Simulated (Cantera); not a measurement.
An adiabatic, constant-volume homogeneous reactor starts with H2 : O2 : N2 = 1 : 0.962 : 3.62 (molar parts), at 1523 K and 10.9 atm. Integrator tolerance rtol = 1e-08.

Detailed kinetics in Cantera: GRI-Mech 3.0 (53 species, 325 reactions). The hydrogen kinetics of GRI-Mech 3.0 are dated; newer H2 mechanisms differ, most at raised pressure.

Q: What does this change do: initial temperature 1523 to 1725 K?

A: 
| quantity | before | after |
|---|---|---|
| time of steepest temperature rise | 1.31 µs | 0.708 µs |
| temperature at 8.00 s | 2830 K | 2938 K |
| equilibrium temperature | 2830 K | 2938 K |
| x(H2) at 8.00 s | 0.00376 (gas-phase equilibrium 0.00376) | 0.00572 (gas-phase equilibrium 0.00572) |
| x(O2) at 8.00 s | 0.0750 (gas-phase equilibrium 0.0750) | 0.0722 (gas-phase equilibrium 0.0722) |
| x(O) at 8.00 s | 0.00388 (gas-phase equilibrium 0.00388) | 0.00592 (gas-phase equilibrium 0.00592) |
| x(NO) at 8.00 s | 0.0216 (gas-phase equilibrium 0.0216) | 0.0243 (gas-phase equilibrium 0.0243) |
| x(OH) at 8.00 s | 0.0180 (gas-phase equilibrium 0.0180) | 0.0231 (gas-phase equilibrium 0.0231) |
| x(H2O2) at 8.00 s | 2.85e-6 (gas-phase equilibrium 2.85e-6) | 3.09e-6 (gas-phase equilibrium 3.09e-6) |
| x(N2O) at 8.00 s | 4.93e-6 (gas-phase equilibrium 4.93e-6) | 5.34e-6 (gas-phase equilibrium 5.34e-6) |

Q: What does this change do: H2 1 to 1.6 parts?

A: 
| quantity | before | after |
|---|---|---|
| time of steepest temperature rise | 1.31 µs | 1.22 µs |
| temperature at 8.00 s | 2830 K | 3165 K |
| equilibrium temperature | 2830 K | 3165 K |
| x(H2) at 8.00 s | 0.00376 (gas-phase equilibrium 0.00376) | 0.0261 (gas-phase equilibrium 0.0261) |
| x(O2) at 8.00 s | 0.0750 (gas-phase equilibrium 0.0750) | 0.0243 (gas-phase equilibrium 0.0243) |
| x(O) at 8.00 s | 0.00388 (gas-phase equilibrium 0.00388) | 0.00670 (gas-phase equilibrium 0.00670) |
| x(NO) at 8.00 s | 0.0216 (gas-phase equilibrium 0.0216) | 0.0178 (gas-phase equilibrium 0.0178) |
| x(OH) at 8.00 s | 0.0180 (gas-phase equilibrium 0.0180) | 0.0317 (gas-phase equilibrium 0.0317) |
| x(H2O2) at 8.00 s | 2.85e-6 (gas-phase equilibrium 2.85e-6) | 3.74e-6 (gas-phase equilibrium 3.74e-6) |
| x(N2O) at 8.00 s | 4.93e-6 (gas-phase equilibrium 4.93e-6) | 4.16e-6 (gas-phase equilibrium 4.16e-6) |
Above 3000 K some thermodynamic fits are extrapolated.
